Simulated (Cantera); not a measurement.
A perfectly stirred reactor is fed with N2O = 1 (molar parts), at 0.00560 bar; it is held at 1548 K, and followed from long to short residence time.

Cantera simulation using GRI-Mech 3.0 (53 species, 325 reactions); the numbers are that mechanism's predictions, not measurements. GRI-Mech 3.0 was tuned for natural gas; its chemistry of N2O as a main component is partial and can be far from experiment. Radical loss at walls, strong at low pressure, is not modelled. The temperature is held fixed by assumption; the heat of reaction is taken as removed at once.

Question: What does this change do: temperature 1548 to 1148 K?

Answer: 
| quantity | before | after |
|---|---|---|
| x(N2O) at τ = 0.640 s | 0.651 | 0.999 |
| x(NO) at τ = 0.640 s | 0.0634 | 6.67e-5 |
| x(O2) at τ = 0.640 s | 0.0846 | 0.000360 |
| x(O) at τ = 0.640 s | 0.000112 | 7.83e-7 |
| x(NO2) at τ = 0.640 s | 5.30e-6 | 5.26e-10 |
| x(N2O) at τ = 19.0 ms | 0.984 | 1.000 |
| x(NO) at τ = 19.0 ms | 0.00279 | 1.86e-6 |
| x(O2) at τ = 19.0 ms | 0.00372 | 1.00e-5 |
| x(O) at τ = 19.0 ms | 0.000110 | 7.35e-7 |
| x(NO2) at τ = 19.0 ms | 2.85e-8 | <1e-12 |
The mechanism lacks the step 2 NO + O2 → 2 NO2, which can matter for NO2 below about 1400 K.

Question: What does this change do: pressure from 0.00560 bar to 1.00 bar?

Answer: 
| quantity | before | after |
|---|---|---|
| x(N2O) at τ = 0.640 s | 0.651 | 0.0173 |
| x(NO) at τ = 0.640 s | 0.0634 | 0.0700 |
| x(O2) at τ = 0.640 s | 0.0846 | 0.292 |
| x(O) at τ = 0.640 s | 0.000112 | 2.63e-5 |
| x(NO2) at τ = 0.640 s | 5.30e-6 | 0.000419 |
| x(N2O) at τ = 19.0 ms | 0.984 | 0.296 |
| x(NO) at τ = 19.0 ms | 0.00279 | 0.110 |
| x(O2) at τ = 19.0 ms | 0.00372 | 0.179 |
| x(O) at τ = 19.0 ms | 0.000110 | 8.09e-5 |
| x(NO2) at τ = 19.0 ms | 2.85e-8 | 0.000650 |
